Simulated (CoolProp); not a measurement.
Properties of R1234ze(E) along the isotherm -80.95 °C.

Model: reference Helmholtz-energy equation of state, Thol 2016, in CoolProp.

```tsv
p (MPa)	phase	density (kg/m³)	cv (kJ/(kg K))	speed of sound (m/s)	Joule-Thomson coefficient (K/MPa)	conductivity (mW/(m K))
1.88	liquid	1456	0.8292	1018	-0.3807	116
3.75	liquid	1458	0.8303	1025	-0.3826	117
5.62	liquid	1461	0.8314	1031	-0.3843	117
7.5	liquid	1464	0.8325	1038	-0.3860	118
9.38	liquid	1466	0.8335	1045	-0.3876	118
11.2	liquid	1468	0.8346	1051	-0.3890	119
13.1	liquid	1471	0.8356	1058	-0.3905	119
15	liquid	1473	0.8367	1064	-0.3919	120
```

Thermal conductivity comes from a separate model (Perkins 2011).
